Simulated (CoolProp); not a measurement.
Properties of sulfur hexafluoride along the isobar 0.978 MPa.

The numbers come from the reference Helmholtz-energy equation of state, Guder 2009 in CoolProp.

| T (°C) | phase | Z | viscosity (µPa s) |
|---|---|---|---|
| 23.85 | gas | 0.8786 | 15.5 |
| 34.65 | gas | 0.8939 | 16.0 |
| 45.35 | gas | 0.9065 | 16.5 |
| 56.15 | gas | 0.9173 | 17.0 |
| 66.95 | gas | 0.9265 | 17.4 |
| 77.75 | gas | 0.9344 | 17.9 |
| 88.45 | gas | 0.9413 | 18.4 |
| 99.25 | gas | 0.9474 | 18.9 |
| 110.05 | gas | 0.9527 | 19.3 |
| 120.75 | gas | 0.9574 | 19.8 |
| 131.55 | gas | 0.9616 | 20.3 |
| 142.35 | gas | 0.9653 | 20.7 |
| 153.15 | gas | 0.9687 | 21.2 |
| 163.85 | gas | 0.9716 | 21.6 |
| 174.65 | gas | 0.9744 | 22.0 |

Viscosity comes from a separate model (Quiñones-Cisneros 2012).
